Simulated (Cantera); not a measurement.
An isothermal, constant-pressure homogeneous reactor starts with C₂H₆ : N₂ = 1 : 33 (molar parts), at 1850 K and 100.0 Torr. Integrator tolerance rtol = 1e-08.

Detailed kinetics in Cantera: GRI-Mech 3.0 (53 species, 325 reactions). GRI-Mech 3.0 stops at C3 and has no aromatics, soot or wall deposition, so with more carbon than oxygen in the feed, carbon stays in small species such as C2H2 where larger ones or solid carbon would form.

Question: What does this change do: temperature 1850 to 1648 K?

Answer: 
| quantity | before | after |
|---|---|---|
| x(C₂H₆) at 1.00 s | 1.67e-10 (gas-phase equilibrium 5.00e-12) | 1.73e-7 (gas-phase equilibrium 8.10e-11) |
| x(H) at 1.00 s | 0.000348 (gas-phase equilibrium 0.000350) | 5.25e-5 (gas-phase equilibrium 5.79e-5) |
| x(C₂H₂) at 1.00 s | 0.0277 (gas-phase equilibrium 0.00551) | 0.0270 (gas-phase equilibrium 0.00651) |
| x(H₂) at 1.00 s | 0.0553 (gas-phase equilibrium 0.0554) | 0.0532 (gas-phase equilibrium 0.0555) |
| x(C₂H) at 1.00 s | 1.87e-6 (gas-phase equilibrium 3.74e-7) | 1.15e-7 (gas-phase equilibrium 2.93e-8) |

Question: What does this change do: temperature 1850 to 1050 K?

Answer: 
```json
[
 {"quantity": "x(C₂H₆) at 1.00 s", "before": "1.67e-10 (gas-phase equilibrium 5.00e-12)", "after": "0.0151 (gas-phase equilibrium 7.26e-6)"},
 {"quantity": "x(H) at 1.00 s", "before": "0.000348 (gas-phase equilibrium 0.000350)", "after": "2.81e-7 (gas-phase equilibrium 3.15e-9)"},
 {"quantity": "x(C₂H₂) at 1.00 s", "before": "0.0277 (gas-phase equilibrium 0.00551)", "after": "0.000366 (gas-phase equilibrium 0.00500)"},
 {"quantity": "x(H₂) at 1.00 s", "before": "0.0553 (gas-phase equilibrium 0.0554)", "after": "0.0135 (gas-phase equilibrium 0.0199)"},
 {"quantity": "x(C₂H) at 1.00 s", "before": "1.87e-6 (gas-phase equilibrium 3.74e-7)", "after": "<1e-12 (gas-phase equilibrium <1e-12)"}
]
```
